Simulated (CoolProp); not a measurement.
A single-stage vapour-compression cycle with the fluid: evaporating at 257.15 K (dew point), condensing at 299.15 K (bubble point), superheat 0 K, subcooling 0 K, compressor efficiency 0.85, no pressure losses. The same conditions are run with several fluids, on thermodynamics alone (safety and materials aside).

The numbers come from the reference Helmholtz-energy equation of state of each fluid (R21: Platzer 1990; R141b: Lemmon 2006; R143a: Lemmon and Jacobsen 2000; sulfur dioxide: Gao 2016; n-butane: Bücker 2006; nitrous oxide: Lemmon 2006) in CoolProp. The equations of Platzer and Polt are older, rougher fits.

```csv
fluid,cooling COP,pressure ratio,discharge temperature (K),refrigerating effect (kJ/kg),volumetric capacity (kJ/m³)
R21,4.58,5.45,337.8,209,355
R141b,4.59,6.35,317.4,197,140
R143a,4.01,3.55,310.5,138,2230
sulfur dioxide,4.43,5.27,380.0,337,796
n-butane,4.41,4.65,303.8,301,453
nitrous oxide,3.21,2.86,338.3,168,8880
```
